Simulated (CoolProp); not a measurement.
Vapour-liquid equilibrium of cyclopentane (1) + ethanol (2) at 441.9 K; x and y are mole fractions of (1).

The numbers come from the multi-fluid Helmholtz-energy mixture model, Gedanitz 2015 and Schroeder 2014; pair parameters Bell 2016 in CoolProp.

```json
[
 {"x": "0.05", "bubble pressure (kPa)": "1638", "y at the bubble point": "0.094", "dew pressure at overall composition x (kPa)": "1591", "liquid density (mol/L)": "12.93"},
 {"x": "0.125", "bubble pressure (kPa)": "1810", "y at the bubble point": "0.228", "dew pressure at overall composition x (kPa)": "1674", "liquid density (mol/L)": "12.23"},
 {"x": "0.2", "bubble pressure (kPa)": "1984", "y at the bubble point": "0.341", "dew pressure at overall composition x (kPa)": "1770", "liquid density (mol/L)": "11.56"},
 {"x": "0.275", "bubble pressure (kPa)": "[?]", "y at the bubble point": "0.426", "dew pressure at overall composition x (kPa)": "[?]", "liquid density (mol/L)": "10.94"},
 {"x": "0.35", "bubble pressure (kPa)": "2241", "y at the bubble point": "0.487", "dew pressure at overall composition x (kPa)": "2000", "liquid density (mol/L)": "10.36"},
 {"x": "0.425", "bubble pressure (kPa)": "2308", "y at the bubble point": "0.531", "dew pressure at overall composition x (kPa)": "[?]", "liquid density (mol/L)": "9.833"},
 {"x": "0.5", "bubble pressure (kPa)": "2344", "y at the bubble point": "0.563", "dew pressure at overall composition x (kPa)": "2262", "liquid density (mol/L)": "9.365"},
 {"x": "0.575", "bubble pressure (kPa)": "2357", "y at the bubble point": "0.588", "dew pressure at overall composition x (kPa)": "2352", "liquid density (mol/L)": "8.967"},
 {"x": "0.65", "bubble pressure (kPa)": "2353", "y at the bubble point": "[?]", "dew pressure at overall composition x (kPa)": "2315", "liquid density (mol/L)": "8.649"},
 {"x": "0.725", "bubble pressure (kPa)": "2327", "y at the bubble point": "0.640", "dew pressure at overall composition x (kPa)": "2176", "liquid density (mol/L)": "8.410"},
 {"x": "0.8", "bubble pressure (kPa)": "2266", "y at the bubble point": "0.680", "dew pressure at overall composition x (kPa)": "2015", "liquid density (mol/L)": "8.245"},
 {"x": "0.875", "bubble pressure (kPa)": "2139", "y at the bubble point": "0.743", "dew pressure at overall composition x (kPa)": "1857", "liquid density (mol/L)": "8.139"},
 {"x": "0.95", "bubble pressure (kPa)": "1891", "y at the bubble point": "0.858", "dew pressure at overall composition x (kPa)": "1712", "liquid density (mol/L)": "[?]"}
]
```

Task: Some entries are withheld; supply them.

Result: 
- 0.275, bubble pressure (kPa): 2133
- 0.275, dew pressure at overall composition x (kPa): 1879
- 0.425, dew pressure at overall composition x (kPa): 2131
- 0.65, y at the bubble point: 0.612
- 0.95, liquid density (mol/L): 8.075

y crosses x between x = 0.575 and 0.65: the model has an azeotrope there.

The pair parameters rest on a limited set of measurements; away from them the model extrapolates.
